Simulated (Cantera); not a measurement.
## Ignition delay

Mixture: CH₄ : O₂ : N₂ = 1 : 3.51 : 21.1 (molar parts), at 260000 Pa, adiabatic and at constant pressure. Ignition delay is the time to a rise of 400 K.

Model: GRI-Mech 3.0 (53 species, 325 reactions), integrated in Cantera.

```tsv
T0 (K)	delay (ms)
1173	32.4
1248	11.9
1323	4.69
1398	1.97
1473	0.885
1548	0.427
1623	0.222
```

```
Quantity                                                Result
--------------------------------------------------  ----------
apparent activation energy between 1473 and 1623 K  180 kJ/mol
```
